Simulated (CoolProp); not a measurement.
Values from CoolProp's reference Helmholtz-energy equation of state, Guder 2009.

Question: For sulfur hexafluoride, give the phase and the cv (kJ/(kg K)), conductivity (mW/(m K)) at 358.3 K and 0.202 MPa.

Answer: 
- 358.3 K and 0.202 MPa: gas; cv 0.695, conductivity 17.6

Thermal conductivity comes from a separate model (Assael 2012).
